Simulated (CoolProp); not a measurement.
Saturation properties of propylene (Tc = 91.1 °C, pc = 4555 kPa, ω = 0.146).

Model: reference Helmholtz-energy equation of state, Lemmon 2013, in CoolProp.

```tsv
T (°C)	p (kPa)	liquid density (kg/m³)	liquid cp (kJ/(kg K))	vapour viscosity (µPa s)
-76.95	21.21	645.2	2.105	5.55
-73.85	25.65	641.6	2.112	5.63
-70.85	30.64	638.1	2.119	5.71
-67.85	36.39	634.5	2.126	5.80
-64.75	43.21	630.8	2.135	5.88
-61.75	50.74	627.3	2.143	5.97
-58.75	59.28	623.7	2.152	6.05
-55.65	69.25	619.9	2.162	6.13
-52.65	80.13	616.2	2.172	6.22
-49.65	92.30	612.6	2.182	6.30
-46.55	106.3	608.7	2.193	6.38
-43.55	121.5	605.0	2.205	6.47
```

It boils at -47.6 °C under 1 atm.

Viscosity comes from a separate model (Huber 2003), an estimate that may be off by 10 % or more.
